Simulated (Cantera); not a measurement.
Source: NASA polynomial tables (part measured, part estimated), evaluated in Cantera. Values are per mole of reaction as written; species without (g) are pure solids or liquids, kept so even where they would boil at 1 bar.

8 NH3(g) + 3 Ni3S4 → 4 N2(g) + 12 H2S(g) + 9 Ni, with ΔH° = 1024.8 kJ and ΔS° = 1402.8 J/K at 300 K.

How far is the shortcut ΔG° ≈ ΔH°(300 K) − T·ΔS°(300 K) from the full temperature-dependent value at 398, 423, 448, 473, 498, 523 K?


```
T (K)  shortcut (kJ)  full (kJ)  difference (kJ)  difference in log10 K
-----  -------------  ---------  ---------------  ---------------------
398            466.5      466.9             -0.4                   0.05
423            431.5      432.1             -0.6                   0.08
448            396.4      397.3             -0.9                   0.11
473            361.3      362.7             -1.4                   0.15
498            326.2      328.1             -1.9                   0.19
523            291.2      293.6             -2.5                   0.25
```
The shortcut ignores the heat-capacity change of the reaction.
